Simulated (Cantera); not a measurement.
**Ignition delay**

Mixture: 8.61 % CH₄, 1.55 % C₂H₆, 18.9 % O₂, 71.0 % N₂, equivalence ratio 1.2, at 41000 Pa, adiabatic and at constant pressure. Ignition delay is the time to a rise of 400 K.

Model: GRI-Mech 3.0 (53 species, 325 reactions), integrated in Cantera.

| T0 (K) | delay (ms) |
|---|---|
| 1050 | 72.0 |
| 1125 | 17.3 |
| 1200 | 5.83 |
| 1275 | 2.50 |
| 1350 | 1.22 |
| 1425 | 0.640 |
| 1500 | 0.353 |
| 1575 | 0.206 |
| 1650 | 0.128 |

```
Property                                                 Value
--------------------------------------------------  ----------
apparent activation energy between 1500 and 1650 K  140 kJ/mol
```
